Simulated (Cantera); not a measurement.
An isothermal plug-flow reactor at 1148 K and 0.987 atm (inlet), inlet velocity 2.7 m/s, active area per volume 1100 1/m; feed CH4 : O2 : N2 = 0.0027 : 0.051 : 0.79 (molar parts), equivalence ratio 0.11.

Model: Deutschmann's 1995 Pt surface mechanism with GRI-Mech 3.0 gas chemistry, integrated in Cantera. Catalytic surfaces can have several steady states; this one follows from the mechanism file's or the stated starting coverage. Mass transfer to the wall is taken as infinitely fast.

One state of this run: x CH4 = 0.00300; x O2 = 0.0600; x H2O = 0.000402; x CO2 = 0.000198; x CO = 3.41e-6; θ free Pt = 0.398; θ O* = 0.602; θ OH* = 0.000311. x: gas mole fraction; θ: surface coverage.

Which value of z (m) does it belong to?
A. 0.00043
B. 0.00072
C. 0.00026
D. 0.026

A, 0.00043
